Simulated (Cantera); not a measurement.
Mixture: 10.8 % CH3OH, 8.39 % O2, 80.9 % N2, at 5.33 atm, adiabatic and at constant volume. Ignition delay is the time to a rise of 400 K.

Model: GRI-Mech 3.0 (53 species, 325 reactions), integrated in Cantera. GRI-Mech 3.0 was tuned for natural gas; its chemistry of methanol as a main component is partial and can be far from experiment.

Q: Predict: delay at 1100 K; delay at 1200 K; delay at 1300 K; delay at 1400 K; delay at 1500 K; apparent activation energy between 1400 and 1500 K.

A: 
```json
{
  "delay at 1100 K": "15.7 ms",
  "delay at 1200 K": "2.49 ms",
  "delay at 1300 K": "0.535 ms",
  "delay at 1400 K": "0.149 ms",
  "delay at 1500 K": "51.7 µs",
  "apparent activation energy between 1400 and 1500 K": "180 kJ/mol"
}
```
